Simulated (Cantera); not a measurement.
**Silicon nitride deposition: SiH₄ + N₂**

Charge: 1 mol SiH₄, 4.1 mol N₂.

These are equilibrium values from Cantera (NASA tables, ideal gas, pure condensed phases), not measurements of a reactor. Candidate condensed phases: Si, Si₃N₄; 18 gas species. N₂ is the only nitrogen source here; it is nearly inert below about 1500 K, so the nitride shown seldom forms there in practice. Kinetics and transport are ignored.

Stable condensed phases:

```
T in °C \ P in Pa
              5     21     85    350   1400   5900  24000 100000
   1727       A      A      B      B      B      B      B      C
   1627       A      B      B      B      B      B      C      C
   1527       B      B      B      B      C      C      C      C
   1427       B      B      B      C      C      C      C      C
   1327       B      B      C      C      C      C      C      C
   1227       B      C      C      C      C      C      C      C
   1127       C      C      C      C      C      C      C      C
   1027       C      C      C      C      C      C      C      C
    927       C      C      C      C      C      C      C      C
```

A: gas only; B: Si; C: Si₃N₄.
